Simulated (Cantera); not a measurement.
Input (Python, Cantera) and output of one run.

```python
import numpy as np
import cantera as ct

gas_names = """
    O O2 O3 Ta TaO TaO2
""".split()
cond_names = """
    Ta(cr) Ta(L) Ta2O5(s) Ta2O5(L)
""".split()


# ... load() reads the species with a 1 bar reference pressure and builds the phases ...
atoms = {
    'Ta': {'Ta': 1},
    'O2': {'O': 2},
}
top_T = {}  # K; cautious upper limits of use, not melting points


# ... equilibrate(T, P, feed) seeds the gas with the atoms and calls Mixture.equilibrate('TP', solver="vcs", rtol=1e-11, max_steps=5000) ...
results = []
feed = {'Ta': 1, 'O2': 3.8}  # mol
T = 1525  # K
P = 240  # Pa
mix = equilibrate(T, P, feed)
results.append((T, P, feed, dict(zip(mix.species_names, mix.species_moles))))
print(gas.report(threshold=1e-05))
for i in range(1, mix.n_phases):
    print(f"{mix.phase(i).name:16s} {mix.phase_moles(i):12.5e} mol")
```

Output:

```
       temperature   1525 K
          pressure   240 Pa
           density   0.00060563 kg/m^3
  mean mol. weight   31.996 kg/kmol
   phase of matter   gas

                          1 kg             1 kmol
                     ---------------   ---------------
          enthalpy        1.2973e+06        4.1508e+07  J
   internal energy          9.01e+05        2.8829e+07  J
           entropy            9651.5        3.0881e+05  J/K
    Gibbs function       -1.3421e+07       -4.2943e+08  J
 heat capacity c_p            1143.2             36579  J/K
 heat capacity c_v            883.36             28264  J/K

                      mass frac. Y      mole frac. X     chem. pot. / RT
                     ---------------   ---------------   ---------------
                 O        5.7805e-05         0.0001156           -16.935
                O2           0.99994           0.99988            -33.87
     [   +4 minor]        2.8143e-10        1.8557e-10

Ta(cr)            0.00000e+00 mol
Ta2O5(s)          5.00000e-01 mol
```

Method: chemical equilibrium by Gibbs-energy minimisation in Cantera with the NASA 1993 tables (ideal gas, pure condensed phases).
